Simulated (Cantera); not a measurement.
Input (Python, Cantera) and output of one run.

```python
import numpy as np
import cantera as ct

gas_names = """
    CL CL2 H HCL H2 Si SiCL SiCL2 SiCL3 SiCL4 SiH SiHCL3 SiH2 SiH2CL2 SiH3 SiH3CL SiH4 Si2 Si3
""".split()
cond_names = """
    Si(cr) Si(L)
""".split()


# ... load() reads the species with a 1 bar reference pressure and builds the phases ...
atoms = {
    'SiH4': {'Si': 1, 'H': 4},
    'HCl': {'H': 1, 'CL': 1},
    'H2': {'H': 2},
}
top_T = {}  # K; cautious upper limits of use, not melting points


# ... equilibrate(T, P, feed) seeds the gas with the atoms and calls Mixture.equilibrate('TP', solver="vcs", rtol=1e-11, max_steps=5000) ...
results = []
feed = {'SiH4': 1, 'HCl': 3.6, 'H2': 19}  # mol
P = 15000  # Pa
for T in [1423, 1448, 1473, 1498, 1523, 1548, 1573, 1598, 1623, 1648, 1673, 1698]:
    mix = equilibrate(T, P, feed)
    results.append((T, P, feed, dict(zip(mix.species_names, mix.species_moles))))
    x = sorted(zip(gas.X, gas.species_names), reverse=True)
    print(f"T = {T:g} K  P = {P:g} Pa  gas = {mix.phase_moles(0):.4g} mol")
    print("   x: " + "  ".join(f"{s} {v:.3e}" for v, s in x if v > 0.0001))
    print("   condensed (mol): " + ("  ".join(f"{mix.phase(i).name} {mix.phase_moles(i):.4g}"
          for i in range(1, mix.n_phases) if mix.phase_moles(i) > 1e-12) or "none"))
```

It prints:

```
T = 1423 K  P = 15000 Pa  gas = 24.48 mol
   x: H2 8.899e-01  HCL 8.122e-02  SiCL2 2.234e-02  SiCL3 3.132e-03  SiCL4 1.737e-03  SiHCL3 1.478e-03  SiH2CL2 1.916e-04
   condensed (mol): Si(cr) 0.293
T = 1448 K  P = 15000 Pa  gas = 24.5 mol
   x: H2 8.885e-01  HCL 8.253e-02  SiCL2 2.361e-02  SiCL3 2.821e-03  SiCL4 1.239e-03  SiHCL3 1.141e-03  SiH2CL2 1.625e-04
   condensed (mol): Si(cr) 0.29
T = 1473 K  P = 15000 Pa  gas = 24.52 mol
   x: H2 8.874e-01  HCL 8.346e-02  SiCL2 2.468e-02  SiCL3 2.518e-03  SiCL4 8.788e-04  SiHCL3 8.778e-04  SiH2CL2 1.375e-04
   condensed (mol): Si(cr) 0.2865
T = 1498 K  P = 15000 Pa  gas = 24.54 mol
   x: H2 8.866e-01  HCL 8.410e-02  SiCL2 2.558e-02  SiCL3 2.232e-03  SiHCL3 6.745e-04  SiCL4 6.221e-04  SiH2CL2 1.162e-04
   condensed (mol): Si(cr) 0.2827
T = 1523 K  P = 15000 Pa  gas = 24.55 mol
   x: H2 8.860e-01  HCL 8.451e-02  SiCL2 2.634e-02  SiCL3 1.972e-03  SiHCL3 5.189e-04  SiCL4 4.410e-04
   condensed (mol): Si(cr) 0.2787
T = 1548 K  P = 15000 Pa  gas = 24.56 mol
   x: H2 8.856e-01  HCL 8.475e-02  SiCL2 2.699e-02  SiCL3 1.739e-03  SiHCL3 4.004e-04  SiCL4 3.137e-04
   condensed (mol): Si(cr) 0.2746
T = 1573 K  P = 15000 Pa  gas = 24.57 mol
   x: H2 8.853e-01  HCL 8.486e-02  SiCL2 2.754e-02  SiCL3 1.533e-03  SiHCL3 3.101e-04  SiCL4 2.243e-04
   condensed (mol): Si(cr) 0.2705
T = 1598 K  P = 15000 Pa  gas = 24.57 mol
   x: H2 8.851e-01  HCL 8.488e-02  SiCL2 2.802e-02  SiCL3 1.352e-03  SiHCL3 2.414e-04  SiCL4 1.613e-04  H 1.293e-04
   condensed (mol): Si(cr) 0.2663
T = 1623 K  P = 15000 Pa  gas = 24.58 mol
   x: H2 8.850e-01  HCL 8.483e-02  SiCL2 2.844e-02  SiCL3 1.194e-03  SiHCL3 1.889e-04  H 1.679e-04  SiCL4 1.169e-04
   condensed (mol): Si(cr) 0.2622
T = 1648 K  P = 15000 Pa  gas = 24.58 mol
   x: H2 8.849e-01  HCL 8.473e-02  SiCL2 2.882e-02  SiCL3 1.056e-03  H 2.163e-04  SiHCL3 1.487e-04
   condensed (mol): Si(cr) 0.2581
T = 1673 K  P = 15000 Pa  gas = 24.59 mol
   x: H2 8.848e-01  HCL 8.459e-02  SiCL2 2.915e-02  SiCL3 9.363e-04  H 2.766e-04  SiHCL3 1.177e-04
   condensed (mol): Si(cr) 0.2541
T = 1698 K  P = 15000 Pa  gas = 24.59 mol
   x: H2 8.845e-01  HCL 8.484e-02  SiCL2 2.924e-02  SiCL3 8.305e-04  H 3.511e-04
   condensed (mol): Si(L) 0.2551
```

These are equilibrium values from Cantera (NASA tables, ideal gas, pure condensed phases), not measurements of a reactor. The tables' values for SiCl3, SiCl are old estimates; treat these amounts as uncertain. Gases not in the tables: Si2H6 and higher silanes.
